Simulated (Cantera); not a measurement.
Charge: 1 mol Cu2O, 2.3 mol CH4, 0.011 mol CO, equilibrated at 101000 Pa.

Cantera equilibrium calculation (NASA polynomials, part measured and part estimated; ideal gas, pure solids and liquids). Candidate condensed phases: C, C6H6, C7H8, C8H18, Cu, CuO, Cu(OH)2, Cu2O, H2O; 113 gas species. Kinetics and transport are ignored.

x: gas mole fraction; n: condensed amount in mol.

| T (K) | x H2 | x CO | x Cu | x CH4 | x H2O | x H | n C(graphite) | n Cu(s) | n Cu(l) |
|---|---|---|---|---|---|---|---|---|---|
| 1023 | 0.768 | 0.148 | 3.79e-11 | 0.0448 | 0.0315 | 3.60e-9 | 1.27 | 2.00 | 0 |
| 1123 | 0.797 | 0.173 | 1.24e-9 | 0.0189 | 0.00921 | 3.78e-8 | 1.26 | 2.00 | 0 |
| 1223 | 0.809 | 0.179 | 2.26e-8 | 0.00884 | 0.00294 | 2.69e-7 | 1.27 | 2.00 | 0 |
| 1323 | 0.814 | 0.180 | 2.65e-7 | 0.00457 | 0.00109 | 1.42e-6 | 1.28 | 2.00 | 0 |
| 1423 | 0.817 | 0.180 | 2.06e-6 | 0.00257 | 0.000460 | 5.96e-6 | 1.29 | 0 | 2.00 |
| 1523 | 0.818 | 0.180 | 1.19e-5 | 0.00156 | 0.000218 | 2.08e-5 | 1.29 | 0 | 2.00 |
| 1623 | 0.818 | 0.180 | 5.48e-5 | 0.00101 | 0.000113 | 6.21e-5 | 1.29 | 0 | 2.00 |
| 1723 | 0.819 | 0.180 | 0.000211 | 0.000683 | 6.35e-5 | 0.000164 | 1.30 | 0 | 2.00 |
| 1823 | 0.818 | 0.180 | 0.000695 | 0.000484 | 3.80e-5 | 0.000389 | 1.30 | 0 | 2.00 |
| 1923 | 0.817 | 0.180 | 0.00202 | 0.000355 | 2.40e-5 | 0.000846 | 1.29 | 0 | 1.99 |
| 2023 | 0.813 | 0.179 | [?] | [?] | [?] | [?] | 1.29 | 0 | 1.97 |
| 2123 | 0.805 | 0.178 | [?] | [?] | [?] | [?] | 1.28 | 0 | 1.93 |
| 2223 | 0.790 | 0.175 | 0.0272 | 0.000158 | 7.40e-6 | 0.00566 | 1.27 | 0 | 1.84 |
| 2323 | 0.761 | 0.169 | 0.0556 | 0.000120 | 5.10e-6 | 0.00944 | 1.25 | 0 | 1.66 |

Problem. Fill in the missing entries.

Solution. 
- 2023, x Cu: 0.00525
- 2023, x CH4: 0.000268
- 2023, x H2O: 1.58e-5
- 2023, x H: 0.00170
- 2123, x Cu: 0.0124
- 2123, x CH4: 0.000205
- 2123, x H2O: 1.07e-5
- 2123, x H: 0.00320
